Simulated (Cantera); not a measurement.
Mixture: CH4 : O2 : N2 : H2O = 1 : 3.57 : 11.1 : 2.1 (molar parts), at 240000 Pa, adiabatic and at constant pressure. Ignition delay is the time to a rise of 400 K.

Cantera simulation using GRI-Mech 3.0 (53 species, 325 reactions); the numbers are that mechanism's predictions, not measurements.

### Question
What does this change do: pressure from 240000 Pa to 140000 Pa?

### Answer
```tsv
quantity	before	after
delay at 1225 K	11.2 ms	19.0 ms
delay at 1325 K	3.37 ms	5.41 ms
delay at 1425 K	1.11 ms	1.72 ms
delay at 1525 K	0.404 ms	0.615 ms
delay at 1625 K	0.163 ms	0.251 ms
apparent activation energy between 1525 and 1625 K	190 kJ/mol	180 kJ/mol
```
